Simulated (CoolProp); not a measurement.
Ammonia at several states: Z from the reference equation and from simpler models built on Tc = 132.4 °C, pc = 11.36 MPa, ω = 0.256; each cubic takes its own stable root.

The numbers come from the reference Helmholtz-energy equation of state, Gao 2020 in CoolProp.

```tsv
T (°C)	p (MPa)	phase	reference
202.95	11	gas	0.7802
-55.45	0.148	liquid	0.001966
337.15	1.78	gas	0.9878
-26.35	0.48	liquid	0.005918
239.55	0.0152	gas	0.9998
```

Q: How far does each simpler model (van der Waals, Redlich-Kwong, Soave-Redlich-Kwong, Peng-Robinson) lie from the reference over these 5 states: mean and median of the absolute difference, and the worst?

A: 
- van der Waals: mean 13208.1 %, median 1.4 %, worst +49935.6 % at -55.45 °C and 0.148 MPa
- Redlich-Kwong: mean 12.2 %, median 0.8 %, worst +30.1 % at -26.35 °C and 0.48 MPa
- Soave-Redlich-Kwong: mean 11.2 %, median 2.8 %, worst +26.8 % at -55.45 °C and 0.148 MPa
- Peng-Robinson: mean 5.0 %, median 0.5 %, worst +12.6 % at -55.45 °C and 0.148 MPa

At some of these states van der Waals gives the other phase, because its saturation line lies elsewhere.
